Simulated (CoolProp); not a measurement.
Saturation properties of octamethyltrisiloxane (MDM) (Tc = 292.2 °C, pc = 14.38 bar, ω = 0.528).

Model: reference Helmholtz-energy equation of state, Thol 2017, in CoolProp.

```tsv
T (°C)	p (bar)	liquid density (kg/m³)	vapour density (kg/m³)	enthalpy of vaporisation (kJ/kg)
90.25	0.1379	747.4	1.098	178.8
95.25	0.1672	742.0	1.317	176.8
100.25	(withheld)	736.5	(withheld)	174.8
105.15	0.2402	731.0	1.854	172.8
110.15	0.2858	725.4	2.186	170.8
115.15	0.3380	719.7	2.563	168.7
120.15	0.3977	714.0	2.990	166.6
125.15	0.4655	(withheld)	3.472	164.5
130.15	0.5421	702.3	4.014	162.4
135.05	0.6265	696.5	4.608	160.3
140.05	0.7229	690.5	5.285	158.1
145.05	0.8306	684.4	6.039	155.9
150.05	0.9504	678.2	6.877	153.7
155.05	1.083	671.9	7.805	(withheld)
160.05	1.230	665.5	8.831	149.1
```

Q: Complete the blanks.

A: 
- 100.25, p (bar): 0.2014
- 100.25, vapour density (kg/m³): 1.570
- 125.15, liquid density (kg/m³): 708.2
- 155.05, enthalpy of vaporisation (kJ/kg): 151.4

It boils at 152.5 °C under 1 atm.
